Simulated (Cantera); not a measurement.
A perfectly stirred reactor is fed with CO : O2 : H2O : N2 = 0.025 : 0.012 : 0.0021 : 1 (molar parts), equivalence ratio 1.0, at 4.93 atm; it is held at 1148 K, and followed from long to short residence time.

Model: GRI-Mech 3.0 (53 species, 325 reactions), integrated in Cantera.

### Question
Predict: x(CO) at τ = 0.700 s; x(O2) at τ = 0.700 s; x(H2O) at τ = 0.700 s; x(NO) at τ = 0.700 s; x(H) at τ = 0.700 s; x(CO) at τ = 30.0 ms; x(O2) at τ = 30.0 ms; x(H2O) at τ = 30.0 ms; x(NO) at τ = 30.0 ms; x(H) at τ = 30.0 ms.

### Answer
| Item | Result |
|---|---|
| x(CO) at τ = 0.700 s | 0.00403 |
| x(O2) at τ = 0.700 s | 0.00154 |
| x(H2O) at τ = 0.700 s | 0.00201 |
| x(NO) at τ = 0.700 s | 3.49e-7 |
| x(H) at τ = 0.700 s | 7.37e-7 |
| x(CO) at τ = 30.0 ms | 0.0201 |
| x(O2) at τ = 30.0 ms | 0.00956 |
| x(H2O) at τ = 30.0 ms | 0.00199 |
| x(NO) at τ = 30.0 ms | 7.31e-9 |
| x(H) at τ = 30.0 ms | 4.99e-7 |
